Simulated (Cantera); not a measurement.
Cantera run, input and output.

```python
import numpy as np
import cantera as ct

gas = ct.Solution("h2o2.yaml")
gas.TPX = 950, 13000, {'H2': 0.77, 'O2': 1, 'N2': 13}
reactor = ct.IdealGasConstPressureReactor(gas, energy="off", clone=False)
net = ct.ReactorNet([reactor])
net.rtol, net.atol = 1e-08, 1e-18
show = ['H2', 'O2', 'HO2', 'H2O2', 'O']
times = np.geomspace(2e-06, 8, 12)

steps = ct.SolutionArray(gas, extra=["t"])
rows = []
print(f"{'t/s':>10s}{'T/K':>9s}{'P/Pa':>11s}" + "".join(f"{s:>11s}" for s in show))
for t in times:
    while net.time < t:
        t_next = net.step()
        steps.append(gas.state, t=t_next)
    rows.append([np.interp(t, steps.t, y) for y in (steps.T, steps.P, *steps(*show).X.T)])
    print(f"{t:10.3e}{rows[-1][0]:9.1f}{rows[-1][1]:11.4g}" + "".join(f"{x:11.3e}" for x in rows[-1][2:]))
rate = np.gradient(steps.T, steps.t)
print("integrator steps:", len(steps.t))
if steps.T.max() > steps.T[0] + 200:
    print(f"time of steepest temperature rise: {steps.t[rate.argmax()]:.4e} s")
gas.TPX = 950, 13000, {'H2': 0.77, 'O2': 1, 'N2': 13}
gas.equilibrate("TP")
print(f"equilibrium (TP): T = {gas.T:.1f} K  " + "  ".join(f"{s} {gas[s].X[0]:.3e}" for s in show))
```

Output:

```
       t/s      T/K       P/Pa         H2         O2        HO2       H2O2          O
 2.000e-06    950.0    1.3e+04  5.213e-02  6.770e-02  1.583e-13  4.410e-19  5.674e-16
 7.966e-06    950.0    1.3e+04  5.213e-02  6.770e-02  6.323e-13  6.944e-18  8.628e-15
 3.173e-05    950.0    1.3e+04  5.213e-02  6.770e-02  2.546e-12  1.102e-16  1.211e-13
 1.264e-04    950.0    1.3e+04  5.213e-02  6.770e-02  1.061e-11  1.800e-15  1.412e-12
 5.032e-04    950.0    1.3e+04  5.213e-02  6.770e-02  5.673e-11  3.378e-14  1.986e-11
 2.004e-03    950.0    1.3e+04  5.213e-02  6.770e-02  1.425e-08  9.626e-12  1.241e-08
 7.983e-03    950.0    1.3e+04  2.463e-03  4.393e-02  5.906e-06  5.361e-07  5.925e-04
 3.179e-02    950.0    1.3e+04  1.656e-04  4.282e-02  2.222e-06  2.541e-07  1.650e-05
 1.266e-01    950.0    1.3e+04  2.115e-05  4.276e-02  5.149e-07  9.312e-08  1.686e-06
 5.043e-01    950.0    1.3e+04  1.283e-06  4.275e-02  4.734e-08  1.977e-08  1.388e-07
 2.009e+00    950.0    1.3e+04  3.707e-08  4.275e-02  3.734e-09  3.487e-09  1.513e-08
 8.000e+00    950.0    1.3e+04  1.822e-09  4.275e-02  5.942e-10  7.223e-10  2.686e-09
integrator steps: 1670
equilibrium (TP): T = 950.0 K  H2 1.317e-11  O2 4.275e-02  HO2 5.343e-11  H2O2 5.732e-12  O 1.834e-11
```

Model: the H2/O2 subset of GRI-Mech 3.0, which has no nitrogen chemistry, integrated in Cantera. Radical loss at walls, strong at low pressure, is not modelled. The temperature is held fixed by assumption; the heat of reaction is taken as removed at once.
